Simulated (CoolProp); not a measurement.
Properties of R113 along the isotherm 500 K (Tc = 487.2 K, pc = 3.392 MPa, ω = 0.253).

Computed with CoolProp (reference Helmholtz-energy equation of state, Marx 1992).

| p (MPa) | phase | speed of sound (m/s) | fugacity coefficient |
|---|---|---|---|
| 0.339 | gas | 149.0 | 0.9693 |
| 0.678 | gas | 144.5 | 0.9390 |
| 1.02 | gas | 139.7 | 0.9086 |
| 1.36 | gas | 134.6 | 0.8786 |
| 1.7 | gas | 129.1 | 0.8489 |
| 2.04 | gas | 123.1 | 0.8192 |
| 2.37 | gas | 116.7 | 0.7904 |
| 2.71 | gas | 109.4 | 0.7606 |
| 3.05 | gas | 101.1 | 0.7305 |
| 3.39 | gas | 91.61 | 0.6997 |
| 3.73 | supercritical | 80.89 | 0.6677 |
| 4.07 | supercritical | 77.40 | 0.6330 |
| 4.41 | supercritical | 99.29 | 0.5975 |
| 4.75 | supercritical | 120.4 | 0.5657 |
| 5.09 | supercritical | 137.4 | 0.5377 |
